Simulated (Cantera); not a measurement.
Feed: 1 mol SiCl₄, 1.1 mol O₂, at 10.0 mbar.

Equilibrium computed with Cantera from the NASA thermochemical tables; the gas is ideal and each condensed phase is pure. Candidate condensed phases: Si, SiO₂; 15 gas species. The tables hold silica as quartz up to 1696 K and as liquid above; real silica turns to tridymite and cristobalite and melts near 1996 K. Kinetics and transport are ignored.

Q: At 1498 K, list the 4 most abundant gas species with their mole fractions, and the condensed phases.

A: Cl₂ 0.539, Cl 0.423, O₂ 0.0374, ClO 0.000202. Condensed: SiO₂(β-quartz).
